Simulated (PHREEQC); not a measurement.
**Brine**

Dissolve 96 mmol/kgw NaBr and 80 mmol/kgw MnCl2 at 20 °C. Closed to the air; pH follows from the charge balance.

Equilibrium calculation in PHREEQC: ion-association model, phreeqc.dat.

Each row changes one thing in this solution. Precipitation was switched off in this run.

| case | pH | ionic strength (mol/kgw) |
|---|---|---|
| as made | 6.21 | 0.312 |
| 0.046 mol/kgw LiBr added | 6.22 | ___ |
| temperature from 20 to 85 °C | 5.27 | 0.315 |
| NaBr from 0.096 to 0.106 mol/kgw | 6.21 | ___ |
| MnCl2 replaced by BaCl2 at the same molality | 7.03 | ___ |
| NaBr replaced by CdBr2 at the same molality | 5.63 | ___ |
| MnCl2 left out | 7.07 | 0.0960 |

Problem. Fill in the missing entries.

Solution. 
- 0.046 mol/kgw LiBr added, ionic strength (mol/kgw): 0.359
- NaBr from 0.096 to 0.106 mol/kgw, ionic strength (mol/kgw): 0.322
- MnCl2 replaced by BaCl2 at the same molality, ionic strength (mol/kgw): 0.336
- NaBr replaced by CdBr2 at the same molality, ionic strength (mol/kgw): 0.317

Away from 25 °C the constants follow the database's enthalpies or fits; those with neither stay at their 25 °C values.
